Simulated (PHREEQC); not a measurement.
Consider water at 25 °C with 180 mmol/kgw NiSO4, 0.043 mmol/kgw CaCl2 and 50 mmol/kgw NaCl. Closed to the air; pH follows from the charge balance.

Equilibrium calculation in PHREEQC: ion-association model, wateq4f.dat.

No solid was allowed to form.

Problem. Estimate the pH.

Solution. pH 5.97.

Problem. In which forms is Ni present?

Solution. Ni+2 49 %, NiSO4 49 %, NiCl+ 1.5 % of the Ni.
